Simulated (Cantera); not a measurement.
Input: 1 mol Na2CO3, 0.054 mol H2O, 2.7 mol O2, held at 2.20 mbar.

These are equilibrium values from Cantera (NASA tables, ideal gas, pure condensed phases), not measurements of a reactor. Candidate condensed phases: C, C6H6, C7H8, C8H18, H2O, Na, NaOH, NaO2, Na2CO3, Na2O, Na2O2; 117 gas species. The numbers say what is thermodynamically allowed, not how fast it happens.

Which condensed phases are stable at each of these points (T (°C)): 727, 827, 927, 1027, 1127, 1227, 1327, 1427, 1527, 1627, 1727, 1827?


```csv
T (°C),condensed phases,Na condensed (%)
727,Na2CO3(s),99.9
827,Na2CO3(s),99.3
927,Na2CO3(l),97.0
1027,Na2CO3(l),92.8
1127,Na2CO3(l),67.9
1227,gas only,0.0
1327,gas only,0.0
1427,gas only,0.0
1527,gas only,0.0
1627,gas only,0.0
1727,gas only,0.0
1827,gas only,0.0
```

From 727 °C to 827 °C the condensed part is Na2CO3(s). From 927 °C to 1127 °C the condensed part is Na2CO3(l). From 1227 °C to 1827 °C nothing is condensed.
